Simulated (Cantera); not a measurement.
Charge: 1 mol SiCl4, 1.2 mol Cl2, 0.41 mol H2, equilibrated at 950 °C and 890000 Pa.

Cantera equilibrium calculation (NASA polynomials, part measured and part estimated; ideal gas, pure solids and liquids). Candidate condensed phases: Si; 19 gas species. Kinetics and transport are ignored.

Base state: SiCl4 0.383, HCl 0.314, Cl2 0.302, Cl 0.00110 (mole fractions); condensed: gas only.

**Question.** What changes in the equilibrium state with this change: temperature from 950 °C to 652 °C?

**Answer.** 
```tsv
species	before	after
SiCl4	0.383	0.383
HCl	0.314	0.314
Cl2	0.302	0.303
Cl	0.00110	2.13e-5
```
